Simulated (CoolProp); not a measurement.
Vapour-liquid equilibrium of cyclohexane (1) + p-xylene (2) at 0.0386 MPa; x and y are mole fractions of (1).

Values from CoolProp's multi-fluid Helmholtz-energy mixture model, Zhou 2014 and Zhou 2012; pair parameters Bell 2016.

Question: Give the bubble temperature and the first vapour's composition at x = 0.05, 0.85, 0.95. Is there an azeotrope?

Answer: x = 0.05: 97.5 °C, y = 0.269; x = 0.85: 55.1 °C, y = 0.970; x = 0.95: 52.8 °C, y = 0.990. No azeotrope shows between x = 0.05 and 0.95.

Pair parameters are fitted to limited data, so mixtures are less certain than the pure fluids.
